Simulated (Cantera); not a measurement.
Fe3O4 + C + CO + CH4 (carbothermic reduction)

Charge: 1 mol Fe3O4, 6.3 mol C, 1.2 mol CO, 2.4 mol CH4, equilibrated at 0.940 bar.

Method: chemical equilibrium by Gibbs-energy minimisation in Cantera with the NASA 1993 tables (ideal gas, pure condensed phases). Candidate condensed phases: C, C6H6, C7H8, C8H18, Fe, Fe(CO)5, FeO, Fe(OH)2, Fe(OH)3, Fe2O3, Fe3O4, H2O; 114 gas species. Iron dissolves carbon and melts from about 1420 K in contact with it, which pure phases cannot show. Condensed phases not in the tables: cementite and carbon dissolved in iron. Rates play no part.

From 1875 K to 2475 K the condensed part is C(graphite) + Fe(l). The main Fe-bearing gas is Fe throughout. The share of Fe in condensed phases is highest at 1875 K (100.0 %) and lowest at 2475 K (90.6 %).

```json
[
 {"T (K)": "1875", "x CO": "0.520", "x H2": "0.479", "x Fe": "8.63e-5", "x H": "0.000468", "x C2H2 (acetylene)": "0.000152", "x CH4": "0.000131", "x H2O": "4.67e-5", "x CH3": "2.57e-6", "n C(graphite)": "4.70", "n Fe(l)": "3.00"},
 {"T (K)": "1950", "x CO": "0.520", "x H2": "0.479", "x Fe": "0.000218", "x H": "0.000818", "x C2H2 (acetylene)": "0.000262", "x CH4": "0.000105", "x H2O": "3.36e-5", "x CH3": "3.57e-6", "n C(graphite)": "4.69", "n Fe(l)": "3.00"},
 {"T (K)": "2025", "x CO": "0.519", "x H2": "0.478", "x Fe": "0.000512", "x H": "0.00137", "x C2H2 (acetylene)": "0.000433", "x CH4": "8.54e-5", "x H2O": "2.48e-5", "x CH3": "4.84e-6", "n C(graphite)": "4.69", "n Fe(l)": "2.99"},
 {"T (K)": "2100", "x CO": "0.519", "x H2": "0.477", "x Fe": "0.00113", "x H": "0.00222", "x C2H2 (acetylene)": "0.000689", "x CH4": "7.06e-5", "x H2O": "1.87e-5", "x CH3": "6.40e-6", "n C(graphite)": "4.69", "n Fe(l)": "2.99"},
 {"T (K)": "2175", "x CO": "0.518", "x H2": "0.475", "x Fe": "0.00234", "x H": "0.00347", "x C2H2 (acetylene)": "0.00106", "x CH4": "5.89e-5", "x H2O": "1.43e-5", "x CH3": "8.28e-6", "n C(graphite)": "4.68", "n Fe(l)": "2.98"},
 {"T (K)": "2250", "x CO": "0.516", "x H2": "0.472", "x Fe": "0.00462", "x H": "0.00526", "x C2H2 (acetylene)": "0.00158", "x CH4": "4.96e-5", "x H2O": "1.11e-5", "x CH3": "1.05e-5", "n C(graphite)": "4.67", "n Fe(l)": "2.95"},
 {"T (K)": "2325", "x CO": "0.513", "x H2": "0.468", "x Fe": "0.00870", "x H": "0.00776", "x C2H2 (acetylene)": "0.00229", "x CH4": "4.19e-5", "x H2O": "8.77e-6", "x CH3": "1.30e-5", "n C(graphite)": "4.65", "n Fe(l)": "2.91"},
 {"T (K)": "2400", "x CO": "0.509", "x H2": "0.461", "x Fe": "0.0157", "x H": "0.0111", "x C2H2 (acetylene)": "0.00321", "x CH4": "3.55e-5", "x H2O": "6.94e-6", "x CH3": "1.58e-5", "n C(graphite)": "4.63", "n Fe(l)": "2.84"},
 {"T (K)": "2475", "x CO": "0.502", "x H2": "0.451", "x Fe": "0.0273", "x H": "0.0156", "x C2H2 (acetylene)": "0.00439", "x CH4": "2.99e-5", "x H2O": "5.50e-6", "x CH3": "1.87e-5", "n C(graphite)": "4.61", "n Fe(l)": "2.72"}
]
```
x: gas mole fraction; n: condensed amount in mol.
